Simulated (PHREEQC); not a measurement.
A column of 0.5 m (40 cells, dispersivity 0.018 m, 300 s a shift, diffusion coefficient 3e-10 m²/s) holds 0.00045 eq of the database's cation exchanger X per kg of pore water, first in equilibrium with 0.0014 mol/kgw CdCl2 and 1e-05 mol/kgw HCl. It is flushed with 0.00034 mol BaCl2 and 1e-05 mol HCl per kg of water, at 40 °C. Values are for the last cell. The system is closed to CO2. Precipitation was switched off in this run.

The numbers come from PHREEQC with the ion-association model, phreeqc.dat.

| pore volumes | Ba in solution (mol/kgw) | Cd in solution (mol/kgw) | Cl in solution (mol/kgw) | BaX2 on the exchanger (mol/kgw) | CdX2 on the exchanger (mol/kgw) |
|---|---|---|---|---|---|
| 0 | 0 | 0.00140 | 0.00281 | 0 | 0.000225 |
| 0.1375 | 0 | 0.00140 | 0.00281 | 0 | 0.000225 |
| 0.3875 | 8.62e-10 | 0.00140 | 0.00281 | 2.33e-10 | 0.000225 |
| 0.5125 | 1.16e-7 | 0.00139 | 0.00279 | 3.16e-8 | 0.000225 |
| 0.6375 | 1.58e-6 | 0.00134 | 0.00269 | 4.45e-7 | 0.000225 |
| 0.8875 | 1.77e-5 | 0.000983 | 0.00201 | 6.35e-6 | 0.000219 |
| 1.012 | 3.16e-5 | 0.000763 | 0.00160 | 1.38e-5 | 0.000211 |
| 1.137 | 4.77e-5 | 0.000577 | 0.00126 | 2.55e-5 | 0.000200 |
| 1.387 | 9.22e-5 | 0.000339 | 0.000872 | 6.54e-5 | 0.000160 |
| 1.512 | 0.000125 | 0.000263 | 0.000786 | 9.33e-5 | 0.000132 |
| 1.637 | 0.000163 | 0.000202 | 0.000738 | 0.000123 | 0.000102 |
| 1.887 | 0.000238 | 0.000107 | 0.000701 | 0.000173 | 5.22e-5 |
| 2.013 | 0.000268 | 7.42e-5 | 0.000695 | 0.000190 | 3.52e-5 |
| 2.138 | 0.000291 | 4.99e-5 | 0.000692 | 0.000202 | 2.32e-5 |
| 2.388 | 0.000319 | 2.11e-5 | 0.000691 | 0.000215 | 9.59e-6 |
| 2.513 | 0.000327 | 1.34e-5 | 0.000690 | 0.000219 | 6.05e-6 |
| 2.638 | 0.000332 | 8.44e-6 | 0.000690 | 0.000221 | 3.78e-6 |
| 2.888 | 0.000337 | 3.24e-6 | 0.000690 | 0.000224 | 1.44e-6 |
| 3.013 | 0.000338 | 1.99e-6 | 0.000690 | 0.000224 | 8.84e-7 |
| 3.138 | 0.000339 | 1.21e-6 | 0.000690 | 0.000224 | 5.38e-7 |
| 3.388 | 0.000340 | 4.43e-7 | 0.000690 | 0.000225 | 1.97e-7 |
| 3.513 | 0.000340 | 2.66e-7 | 0.000690 | 0.000225 | 1.18e-7 |
| 3.638 | 0.000340 | 1.59e-7 | 0.000690 | 0.000225 | 7.09e-8 |
| 3.888 | 0.000340 | 5.67e-8 | 0.000690 | 0.000225 | 2.52e-8 |
| 4.013 | 0.000340 | 3.37e-8 | 0.000690 | 0.000225 | 1.50e-8 |

Complexes and solids missing from the database can't appear. Constants without temperature data keep their 25 °C values here.
